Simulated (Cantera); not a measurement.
# Cu2O + H2 (hydrogen reduction and annealing atmospheres)

Charge: 1 mol Cu2O, a varied amount of H2, equilibrated at 2123.15 K and 1.00 bar.

Cantera equilibrium calculation (NASA polynomials, part measured and part estimated; ideal gas, pure solids and liquids). Candidate condensed phases: Cu, CuO, Cu(OH)2, Cu2O, H2O; 12 gas species. The numbers say what is thermodynamically allowed, not how fast it happens.

```csv
n(H2) (mol),x H2,x H2O,x Cu,x H,n Cu(l)
17,0.926,0.0579,0.0126,0.00346,1.78
23,0.941,0.0428,0.0126,0.00348,1.70
31,0.952,0.0318,0.0126,0.00350,1.60
43,0.961,0.0229,0.0126,0.00352,1.44
59,0.967,0.0167,0.0126,0.00353,1.23
80,0.971,0.0123,0.0126,0.00354,0.962
110,0.975,0.00896,0.0126,0.00355,0.573
150,0.977,0.00657,0.0126,0.00355,0.0545
210,0.982,0.00471,0.00933,0.00356,0
280,0.986,0.00354,0.00703,0.00357,0
```
x: gas mole fraction; n: condensed amount in mol.

From 17 mol H2 to 150 mol H2 the condensed part is Cu(l). From 210 mol H2 to 280 mol H2 nothing is condensed. The main Cu-bearing gas is Cu throughout.
